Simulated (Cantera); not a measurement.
An adiabatic, constant-volume homogeneous reactor starts with H2 : O2 : N2 : H2O = 1 : 0.238 : 0.895 : 0.062 (molar parts), equivalence ratio 2.1, at 1250 K and 4.70 bar. Integrator tolerance rtol = 1e-08.

Detailed kinetics in Cantera: GRI-Mech 3.0 (53 species, 325 reactions). The hydrogen kinetics of GRI-Mech 3.0 are dated; newer H2 mechanisms differ, most at raised pressure.

What does this change do: pressure from 4.70 bar to 15.0 bar?


```csv
quantity,before,after
time of steepest temperature rise,13.3 µs,41.5 µs
temperature at 0.600 s,2921 K,2983 K
equilibrium temperature,2921 K,2983 K
x(H2) at 0.600 s,0.259 (gas-phase equilibrium 0.259),0.261 (gas-phase equilibrium 0.261)
x(O2) at 0.600 s,0.000123 (gas-phase equilibrium 0.000123),5.86e-5 (gas-phase equilibrium 5.86e-5)
x(H2O) at 0.600 s,0.263 (gas-phase equilibrium 0.263),0.267 (gas-phase equilibrium 0.267)
x(NO) at 0.600 s,0.000794 (gas-phase equilibrium 0.000794),0.000594 (gas-phase equilibrium 0.000594)
x(NO2) at 0.600 s,3.71e-8 (gas-phase equilibrium 3.71e-8),3.29e-8 (gas-phase equilibrium 3.29e-8)
x(H) at 0.600 s,0.0200 (gas-phase equilibrium 0.0200),0.0136 (gas-phase equilibrium 0.0136)
x(N2O) at 0.600 s,1.07e-7 (gas-phase equilibrium 1.07e-7),1.45e-7 (gas-phase equilibrium 1.45e-7)
```
The pressure lies above the range GRI-Mech 3.0 was tuned for (to about 10 atm).

What does this change do: pressure from 4.70 bar to 1.01 bar?


| quantity | before | after |
|---|---|---|
| time of steepest temperature rise | 13.3 µs | 40.2 µs |
| temperature at 0.600 s | 2921 K | 2818 K |
| equilibrium temperature | 2921 K | 2818 K |
| x(H2) at 0.600 s | 0.259 (gas-phase equilibrium 0.259) | 0.253 (gas-phase equilibrium 0.253) |
| x(O2) at 0.600 s | 0.000123 (gas-phase equilibrium 0.000123) | 0.000275 (gas-phase equilibrium 0.000275) |
| x(H2O) at 0.600 s | 0.263 (gas-phase equilibrium 0.263) | 0.258 (gas-phase equilibrium 0.258) |
| x(NO) at 0.600 s | 0.000794 (gas-phase equilibrium 0.000794) | 0.00103 (gas-phase equilibrium 0.00103) |
| x(NO2) at 0.600 s | 3.71e-8 (gas-phase equilibrium 3.71e-8) | 3.57e-8 (gas-phase equilibrium 3.57e-8) |
| x(H) at 0.600 s | 0.0200 (gas-phase equilibrium 0.0200) | 0.0307 (gas-phase equilibrium 0.0307) |
| x(N2O) at 0.600 s | 1.07e-7 (gas-phase equilibrium 1.07e-7) | 6.29e-8 (gas-phase equilibrium 6.29e-8) |
